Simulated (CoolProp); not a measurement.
Vapour-liquid equilibrium of methanol (1) + toluene (2) at 448.7 K; x and y are mole fractions of (1).

Computed with CoolProp (multi-fluid Helmholtz-energy mixture model, de Reuck 1993 and Lemmon 2006; pair parameters Bell 2016).

| x | bubble pressure, mixture model (kPa) | bubble pressure, Raoult's law (kPa) | y, mixture model | y, Raoult's law |
|---|---|---|---|---|
| 0.05 | 771.6 | 573.9 | 0.365 | 0.216 |
| 0.15 | 1183 | 773.9 | 0.582 | 0.480 |
| 0.25 | 1442 | 974.0 | 0.660 | 0.635 |
| 0.35 | 1621 | 1174 | 0.705 | 0.738 |
| 0.45 | 1765 | 1374 | 0.740 | 0.810 |
| 0.55 | 1895 | 1574 | 0.773 | 0.865 |
| 0.65 | 2023 | 1774 | 0.811 | 0.907 |
| 0.75 | 2153 | 1974 | 0.855 | 0.940 |
| 0.85 | 2283 | 2175 | 0.907 | 0.967 |
| 0.95 | 2412 | 2375 | 0.967 | 0.990 |

The largest gap from Raoult's law is +52.9 % in bubble pressure, at x = 0.15. No azeotrope shows between x = 0.05 and 0.95.

Pair parameters are fitted to limited data, so mixtures are less certain than the pure fluids. With so large a gap from Raoult's law the liquid may split in two, which this calculation doesn't test in full.
